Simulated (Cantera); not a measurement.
A closed system holds: 1 mol C₂H₄, 0.81 mol NH₃, 4.7 mol H₂, held at 2848.15 K and 1 atm.

These are equilibrium values from Cantera (NASA tables, ideal gas, pure condensed phases), not measurements of a reactor. Candidate condensed phases: C, C₆H₆, C₇H₈, C₈H₁₈; 92 gas species. Kinetics and transport are ignored.

Base state: H₂ 0.819, H 0.0869, N₂ 0.0321, C₂H₂ (acetylene) 0.0320, HCN 0.0246, HNC 0.00409, C₄H₂ 0.000521, C₂H 0.000464 (mole fractions); condensed: C(graphite).

Question: What changes in the equilibrium state with this change: temperature from 2848.15 K to 1648.15 K?

Answer: 
```json
[
 {"species": "H₂", "before": "0.819", "after": "0.950"},
 {"species": "N₂", "before": "0.0321", "after": "0.0484"},
 {"species": "CH₄", "before": "6.28e-5", "after": "0.00122"},
 {"species": "H", "before": "0.0869", "after": "8.63e-5"},
 {"species": "C₂H₂ (acetylene)", "before": "0.0320", "after": "4.25e-5"},
 {"species": "HCN", "before": "0.0246", "after": "0.000586"},
 {"species": "C₄H₂", "before": "0.000521", "after": "<1e-9"},
 {"species": "C₂H", "before": "0.000464", "after": "<1e-9"},
 {"species": "C(graphite), mol", "before": "1.16", "after": "1.98"}
]
```

Question: What changes in the equilibrium state with this change: temperature from 2848.15 K to 2325 K?

Answer: 
```
species            before    after
----------------  -------  -------
H₂                  0.819    0.931
N₂                 0.0321   0.0436
H                  0.0869   0.0105
C₂H₂ (acetylene)   0.0320  0.00455
HCN                0.0246  0.00890
C₃                5.58e-5  2.61e-8
C                 1.09e-5  1.23e-8
C(graphite), mol     1.16     1.84
```
